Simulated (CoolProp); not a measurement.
Model: reference Helmholtz-energy equation of state, Lemmon 2006, in CoolProp. It is a short technical equation, of lower accuracy than the large ones.

For CH3F (R41), give the phase and the cp (kJ/(kg K)), isothermal compressibility (1/MPa), expansivity (1/kK) at 316.7 K and 3600 kPa; 323.2 K and 3600 kPa; 329.7 K and 3600 kPa.


- 316.7 K and 3600 kPa: gas; cp 2.13, isothermal compressibility 0.417, expansivity 9.14
- 323.2 K and 3600 kPa: gas; cp 1.97, isothermal compressibility 0.395, expansivity 7.98
- 329.7 K and 3600 kPa: gas; cp 1.86, isothermal compressibility 0.378, expansivity 7.12
